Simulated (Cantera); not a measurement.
A closed system holds: 1 mol Pb, 0.1 mol H₂O, 65 mol H₂, held at 1673 K and 8.90 mbar.

Cantera equilibrium calculation (NASA polynomials, part measured and part estimated; ideal gas, pure solids and liquids). Candidate condensed phases: H₂O, Pb, PbO, PbO₂, Pb₃O₄; 12 gas species. The numbers say what is thermodynamically allowed, not how fast it happens.

Base state: H₂ 0.982, Pb 0.0151, H₂O 0.00151, H 0.00120 (mole fractions); condensed: gas only.

Problem. What changes in the equilibrium state with this change: temperature from 1673 K to 1425 K?

Solution. 
```json
[
 {"species": "H₂", "before": "0.982", "after": "0.983"},
 {"species": "Pb", "before": "0.0151", "after": "0.0151"},
 {"species": "H₂O", "before": "0.00151", "after": "0.00151"},
 {"species": "H", "before": "0.00120", "after": "7.17e-5"}
]
```

Problem. What changes in the equilibrium state with this change: pressure from 8.90 mbar to 4.00 bar?

Solution. 
```json
[
 {"species": "H₂", "before": "0.982", "after": "0.983"},
 {"species": "Pb", "before": "0.0151", "after": "0.0151"},
 {"species": "H₂O", "before": "0.00151", "after": "0.00151"},
 {"species": "H", "before": "0.00120", "after": "5.65e-5"}
]
```

Problem. What changes in the equilibrium state with this change: temperature from 1673 K to 700 K?

Solution. 
```
species      before    after
----------  -------  -------
H₂            0.982    0.998
H₂O         0.00151  0.00154
Pb           0.0151  1.25e-7
H           0.00120    <1e-9
Pb(l), mol        0    1.000
```
